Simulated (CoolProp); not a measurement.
Vapour-liquid equilibrium of acetone (1) + dimethyl carbonate (2) at 39 kPa; x and y are mole fractions of (1).

Computed with CoolProp (multi-fluid Helmholtz-energy mixture model, Lemmon 2006 and Zhou 2011; pair parameters Bell 2016).

Task: Give the bubble temperature and the first vapour's composition at x = 0.5, 0.8, 0.95. Is there an azeotrope?

Result: x = 0.5: 315.1 K, y = 0.777; x = 0.8: 307.8 K, y = 0.935; x = 0.95: 304.7 K, y = 0.986. No azeotrope shows between x = 0.05 and 0.95.

Pair parameters are fitted to limited data, so mixtures are less certain than the pure fluids.
